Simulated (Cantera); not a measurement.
Mixture: CH3OH : O2 : N2 = 1 : 0.75 : 4.05 (molar parts), at 4.70 bar, adiabatic and at constant volume. Ignition delay is the time to a rise of 400 K.

Detailed kinetics in Cantera: GRI-Mech 3.0 (53 species, 325 reactions). GRI-Mech 3.0 was tuned for natural gas; its chemistry of methanol as a main component is partial and can be far from experiment.

Q: What does this change do: constant pressure in place of constant volume?

A: 
```
quantity                                                before       after
--------------------------------------------------  ----------  ----------
delay at 1223 K                                        1.61 ms     1.66 ms
delay at 1323 K                                       0.365 ms    0.381 ms
delay at 1423 K                                       0.105 ms    0.113 ms
delay at 1523 K                                        36.9 µs     41.1 µs
delay at 1623 K                                        15.4 µs     18.0 µs
apparent activation energy between 1573 and 1673 K  180 kJ/mol  170 kJ/mol
```
